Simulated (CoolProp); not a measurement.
R1336mzz(E) at several states: fugacity coefficient from the reference equation and from simpler models built on Tc = 403.5 K, pc = 2.779 MPa, ω = 0.413; each cubic takes its own stable root.

Computed with CoolProp (reference Helmholtz-energy equation of state, Akasaka 2023).

```
T (K)  p (MPa)   phase  reference
-----  -------  ------  ---------
299.7      5.7  liquid    0.04347
286.4   0.0133     gas     0.9943
401.6    0.834     gas     0.8923
268.4    0.346  liquid     0.1675
```

Question: How far does each simpler model (van der Waals, Redlich-Kwong, Peng-Robinson) lie from the reference over these 4 states: mean and median of the absolute difference, and the worst?

Answer: 
- van der Waals: mean 181.9 %, median 143.7 %, worst +440.1 % at 268.4 K and 0.346 MPa
- Redlich-Kwong: mean 62.5 %, median 47.3 %, worst +155.5 % at 268.4 K and 0.346 MPa
- Peng-Robinson: mean 0.6 %, median 0.5 %, worst +1.3 % at 268.4 K and 0.346 MPa

At some of these states van der Waals gives the other phase, because its saturation line lies elsewhere.
